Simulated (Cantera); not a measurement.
**Adiabatic ignition**

An adiabatic, constant-volume homogeneous reactor starts with 7.93 % CH₄, 19.3 % O₂, 72.7 % N₂, at 1650 K and 950000 Pa.

Model: GRI-Mech 3.0 (53 species, 325 reactions), integrated in Cantera. Above 3000 K some thermodynamic fits are extrapolated.

```csv
t (s),T (K),P (bar),x CH₄,x O₂,x NO,x N₂O,x H₂
4.00e-6,1650,9.50,0.0792,0.193,<1e-12,3.60e-10,8.21e-6
8.72e-6,1650,9.50,0.0790,0.193,1.87e-12,1.39e-9,3.27e-5
1.90e-5,1654,9.53,0.0779,0.193,1.24e-11,5.80e-9,0.000219
4.14e-5,1760,10.2,0.0617,0.180,7.18e-10,7.00e-8,0.00512
9.02e-5,3072,18.2,<1e-12,0.0373,0.0131,4.22e-6,0.00912
0.000197,3062,18.2,<1e-12,0.0347,0.0192,4.45e-6,0.00920
0.000428,3062,18.2,<1e-12,0.0345,0.0196,4.47e-6,0.00920
0.000934,3062,18.2,<1e-12,0.0345,0.0196,4.47e-6,0.00920
0.00203,3062,18.2,<1e-12,0.0345,0.0196,4.47e-6,0.00920
0.00443,3062,18.2,<1e-12,0.0345,0.0196,4.47e-6,0.00920
0.00966,3062,18.2,<1e-12,0.0345,0.0196,4.47e-6,0.00920
0.0211,3062,18.2,<1e-12,0.0345,0.0196,4.47e-6,0.00920
0.0459,3062,18.2,<1e-12,0.0345,0.0196,4.47e-6,0.00920
0.100,3062,18.2,<1e-12,0.0345,0.0196,4.47e-6,0.00920
```
x: mole fraction; the columns are a selection and need not sum to one.

The time of steepest temperature rise is 46.2 µs. The temperature at 0.100 s is 3062 K and the equilibrium temperature is 3062 K. The x(CH₄) at 0.100 s is <1e-12 (gas-phase equilibrium <1e-12). The x(O₂) at 0.100 s is 0.0345 (gas-phase equilibrium 0.0345) and the x(NO) at 0.100 s is 0.0196 (gas-phase equilibrium 0.0196).
